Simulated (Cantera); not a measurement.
Input (Python, Cantera) and output of one run.

```python
import numpy as np
import cantera as ct

gas_names = [...]  # 47 gases of nasa_gas.yaml made of Cl, H, N, O, Si
cond_names = """
    H2O(s) H2O(L) NH4CL(a) NH4CL(b) Si(cr) Si(L) SiO2(Lqz) SiO2(hqz) SiO2(L) Si2N2O(s) Si3N4(a)
""".split()


# ... load() reads the species with a 1 bar reference pressure and builds the phases ...
atoms = {
    'SiH2Cl2': {'Si': 1, 'H': 2, 'CL': 2},
    'N2O': {'N': 2, 'O': 1},
    'N2': {'N': 2},
}
top_T = {'Si2N2O(s)': 2100, 'Si3N4(a)': 2400}  # K; cautious upper limits of use, not melting points


# ... equilibrate(T, P, feed) seeds the gas with the atoms and calls Mixture.equilibrate('TP', solver="vcs", rtol=1e-11, max_steps=5000) ...
results = []
feed = {'SiH2Cl2': 1, 'N2O': 0.17, 'N2': 43}  # mol
P = 100000  # Pa
for T in [1275, 1325, 1375, 1425, 1475, 1525, 1575, 1625, 1675]:
    mix = equilibrate(T, P, feed)
    results.append((T, P, feed, dict(zip(mix.species_names, mix.species_moles))))

top = {s: max(r[3][s] / sum(r[3][g] for g in gas_names) for r in results) for s in gas_names}
cols = sorted((s for s in top if top[s] > 1e-06), key=lambda s: -top[s])[:6]
seen = [c for c in cond_names if any(r[3].get(c, 0) > 1e-12 for r in results)]
print("log10 of partial pressures in bar; condensed amounts in mol")
print(f"{'T/K':>10s}" + "".join(f"{s[:9]:>10s}" for s in cols + seen))
for T, P, feed, n in results:
    ng = sum(n[g] for g in gas_names)
    print(f"{T:10.4g}" + "".join(f"{np.log10(max(n[s] / ng * P / 1e5, 1e-99)):10.3f}" for s in cols)
          + "".join(f"{n.get(c, 0):10.4g}" for c in seen))
```

Result:

```
log10 of partial pressures in bar; condensed amounts in mol
       T/K        N2       HCL        H2     SiCL2     SiCL4     SiCL3 Si2N2O(s)  Si3N4(a)
      1275    -0.018    -1.497    -2.184    -4.782    -2.497    -4.046      0.17    0.1708
      1325    -0.019    -1.494    -2.193    -4.360    -2.515    -3.805      0.17    0.1712
      1375    -0.019    -1.492    -2.199    -3.974    -2.538    -3.587      0.17    0.1711
      1425    -0.019    -1.491    -2.202    -3.620    -2.570    -3.392      0.17    0.1698
      1475    -0.019    -1.491    -2.201    -3.299    -2.615    -3.223      0.17     0.167
      1525    -0.019    -1.495    -2.193    -3.013    -2.682    -3.084      0.17    0.1617
      1575    -0.019    -1.502    -2.176    -2.762    -2.780    -2.980      0.17    0.1534
      1625    -0.019    -1.515    -2.149    -2.551    -2.916    -2.917      0.17    0.1415
      1675    -0.019    -1.534    -2.112    -2.379    -3.097    -2.896    0.1698    0.1264
```

Cantera equilibrium calculation (NASA polynomials, part measured and part estimated; ideal gas, pure solids and liquids). Mutual solubility and eutectic melting of coexisting phases are not modelled. The tables' values for SiCl3 are old estimates; treat these amounts as uncertain.
